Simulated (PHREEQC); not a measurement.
# Leach liquor

Consider water at 20 °C with 16 mmol/kgw H2SO4, 9 mmol/kgw LiCl and 4.4 mmol/kgw MnSO4. Closed to the air; pH follows from the charge balance.

Model: Pitzer model, pitzer.dat, run in PHREEQC.

This is a speciation only: nothing precipitates in the calculation.

Q: Predict the pH.

A: pH 1.72.

Q: In which forms is S present?

A: SO4-2 58 %, HSO4- 42 % of the S.

Species that the database lacks are ignored.
